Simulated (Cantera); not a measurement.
Standard-state values (1 bar) from the NASA 1993 polynomials, evaluated with Cantera. Values are per mole of reaction as written; species without (g) are pure solids or liquids, kept so even where they would boil at 1 bar. ZrN: taken at fixed stoichiometry.

**Question.** Between 300 and 975 K, where is each reaction favourable under standard conditions?
- 2 ZrN + 4 OH(g) → N2(g) + 4 H(g) + 2 ZrO2

**Answer.** 
- 2 ZrN + 4 OH(g) → N2(g) + 4 H(g) + 2 ZrO2: ΔG° is -731 kJ at 300 K and -706 kJ at 975 K; it stays negative (K > 1). ΔH° is -725 kJ and ΔS° -20 J/K at 975 K.
